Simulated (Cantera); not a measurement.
Feed: 1 mol H₂O, 0.1 mol H₂, 0.99 mol SO₂, at 2602 °C and 4050 Torr.

These are equilibrium values from Cantera (NASA tables, ideal gas, pure condensed phases), not measurements of a reactor. Candidate condensed phases: H₂O, H₂SO₄, S; 19 gas species. Rates play no part.

Base state: H₂O 0.443, SO₂ 0.403, SO 0.0480, H₂ 0.0413, OH 0.0298, O₂ 0.0178, H 0.00926, O 0.00416 (mole fractions); condensed: gas only.

### Question
What changes in the equilibrium state with this change: temperature from 2602 °C to 3125 °C?

### Answer
```tsv
species	before	after
H₂O	0.443	0.287
SO₂	0.403	0.260
SO	0.0480	0.116
O	0.00416	0.0405
H	0.00926	0.0541
O₂	0.0178	0.0618
OH	0.0298	0.0927
H₂	0.0413	0.0728
S	0.00124	0.00971
HO₂	1.69e-5	8.32e-5
SH	0.000932	0.00375
```

### Question
What changes in the equilibrium state with this change: temperature from 2602 °C to 1727 °C?

### Answer
| species | before | after |
|---|---|---|
| H₂O | 0.443 | 0.506 |
| SO₂ | 0.403 | 0.458 |
| H₂ | 0.0413 | 0.0209 |
| SO | 0.0480 | 0.00972 |
| O₂ | 0.0178 | 9.07e-6 |
| OH | 0.0298 | 0.000245 |
| O | 0.00416 | 8.67e-7 |
| HO₂ | 1.69e-5 | 5.19e-9 |
| H | 0.00926 | 0.000101 |
| S | 0.00124 | 6.91e-5 |
| S₂ | 0.000280 | 0.00255 |

### Question
What changes in the equilibrium state with this change: H₂ from 0.1 to 0.53 mol?

### Answer
| species | before | after |
|---|---|---|
| H₂O | 0.443 | 0.477 |
| SO₂ | 0.403 | 0.290 |
| H₂ | 0.0413 | 0.0994 |
| O₂ | 0.0178 | 0.00356 |
| SO | 0.0480 | 0.0773 |
| H | 0.00926 | 0.0144 |
| OH | 0.0298 | 0.0207 |
| S₂ | 0.000280 | 0.00363 |
| H₂S | 0.000182 | 0.00157 |
